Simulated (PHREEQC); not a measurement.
0.21 g of hydrous ferric oxide (600 m²/g; 0.2 weak and 0.005 strong sites per Fe, Dzombak-Morel constants, diffuse double layer) in 1 kg of water with 0.001 mol/kgw of an inert sodium salt and 0.012 mmol/kgw Na2SeO4 and 0.05 mmol/kgw Na2SO4, at 25 °C; the pH is set by adding NaOH or the inert anion's acid. Oxygen alone is held at its pressure in air (log pO2 = -0.68). No CO2 enters from the air. No solid was allowed to form.

Equilibrium calculation in PHREEQC: ion-association model, wateq4f.dat.

### Question
Predict surface charge σ (C/m²), surface potential ψ (mV) at pH = 4.38, 4.75, 7.75, 9.62, 10.

### Answer
```json
[
 {"pH": "4.38", "surface charge σ (C/m²)": "0.062", "surface potential ψ (mV)": "176"},
 {"pH": "4.75", "surface charge σ (C/m²)": "0.044", "surface potential ψ (mV)": "159"},
 {"pH": "7.75", "surface charge σ (C/m²)": "0.002", "surface potential ψ (mV)": "21"},
 {"pH": "9.62", "surface charge σ (C/m²)": "-0.011", "surface potential ψ (mV)": "-86"},
 {"pH": "10", "surface charge σ (C/m²)": "-0.017", "surface potential ψ (mV)": "-107"}
]
```

Species that the database lacks are ignored.
